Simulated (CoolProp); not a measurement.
Aqueous magnesium chloride as a coolant, at 10 °C, 1 atm.

Model: Melinder's fits for secondary coolants, in CoolProp.

```tsv
mass %	freezing point (°C)	conductivity (W/(m K))	cp (kJ/(kg K))	Prandtl number	density (kg/m³)
3	-1.8	0.575	4.004	10.5	1025
7.2	-4.9	0.566	3.753	11.4	1062
11.4	-10.4	0.555	3.513	[?]	1099
15.5	-17.8	0.544	[?]	[?]	1136
19.7	-27.8	0.532	3.096	20.0	1176
23.9	-43.9	0.516	2.910	53.1	1221
28.1	-75.8	0.482	2.707	2520	1281
```

Task: Some entries are withheld; supply them.

Result: 
- 11.4, Prandtl number: 13.8
- 15.5, cp (kJ/(kg K)): 3.296
- 15.5, Prandtl number: 16.5
